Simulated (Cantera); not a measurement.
**Thermodynamics of silicon epitaxy and polysilicon growth, feed SiHCl₃ + Cl₂ + H₂**

Input: 1 mol SiHCl₃, 0.087 mol Cl₂, a varied amount of H₂, held at 1450 °C and 1.60 mbar.

Method: chemical equilibrium by Gibbs-energy minimisation in Cantera with the NASA 1993 tables (ideal gas, pure condensed phases). Candidate condensed phases: Si; 19 gas species. The tables' values for SiCl, SiCl₃ are old estimates; treat these amounts as uncertain. Gases not in the tables: Si₂H₆ and higher silanes. Rates play no part.

```csv
n(H₂) (mol),x H₂,x HCl,x SiCl₂,x H,x Si,x Cl,x SiCl,n Si(l)
48,0.940,0.0467,0.00804,0.00442,0.000615,0.000170,0.000165,0.554
94,0.965,0.0274,0.00268,0.00448,0.000615,9.84e-5,9.55e-5,0.667
140,0.974,0.0194,0.00134,0.00450,0.000615,6.96e-5,6.76e-5,0.703
190,0.979,0.0148,0.000776,0.00451,0.000615,5.29e-5,5.14e-5,0.711
230,0.982,0.0125,0.000546,0.00452,0.000615,4.44e-5,4.31e-5,0.706
280,0.984,0.0104,0.000379,0.00452,0.000615,3.70e-5,3.59e-5,0.692
320,0.985,0.00917,0.000295,0.00453,0.000615,3.26e-5,3.17e-5,0.677
370,0.987,0.00800,0.000224,0.00453,0.000615,2.84e-5,2.76e-5,0.654
410,0.987,0.00726,0.000185,0.00453,0.000615,2.58e-5,2.51e-5,0.635
460,0.988,0.00651,0.000148,0.00453,0.000615,2.31e-5,2.24e-5,0.608
510,0.989,0.00590,0.000122,0.00453,0.000615,2.09e-5,2.03e-5,0.581
550,0.989,0.00548,0.000105,0.00453,0.000615,1.95e-5,1.89e-5,0.558
```
x: gas mole fraction; n: condensed amount in mol.

From 48 mol H₂ to 550 mol H₂ the condensed part is Si(l). The main Si-bearing gas is SiCl₂ at 48 mol H₂ and Si at 550 mol H₂. The share of Si in condensed phases is highest at 190 mol H₂ (71.1 %) and lowest at 48 mol H₂ (55.4 %).
